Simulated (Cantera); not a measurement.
An isothermal, constant-pressure homogeneous reactor starts with NO : N₂ = 1 : 13 (molar parts), at 1825 K and 0.0267 bar. Integrator tolerance rtol = 1e-08.

Model: GRI-Mech 3.0 (53 species, 325 reactions), integrated in Cantera. Radical loss at walls, strong at low pressure, is not modelled.

```csv
quantity,before,after
x(NO) at 40.0 s,0.0644 (gas-phase equilibrium 0.00204),0.183 (gas-phase equilibrium 0.00362)
x(O) at 40.0 s,6.46e-5 (gas-phase equilibrium 0.000176),0.000178 (gas-phase equilibrium 0.000328)
x(O₂) at 40.0 s,0.00348 (gas-phase equilibrium 0.0346),0.0306 (gas-phase equilibrium 0.120)
x(N₂O) at 40.0 s,1.62e-6 (gas-phase equilibrium 2.11e-8),1.16e-5 (gas-phase equilibrium 3.57e-8)
x(NO₂) at 40.0 s,3.40e-6 (gas-phase equilibrium 3.21e-7),2.68e-5 (gas-phase equilibrium 1.06e-6)
x(N₂) at 40.0 s,0.932 (gas-phase equilibrium 0.963),0.786 (gas-phase equilibrium 0.876)
```

**Question.** What was changed between the two runs?
A) pressure from 0.0267 bar to 1.20 bar
B) temperature 1825 to 1673 K
C) NO 1 to 4.2 parts
D) pressure from 0.0267 bar to 0.650 bar

**Answer.** C, NO 1 to 4.2 parts
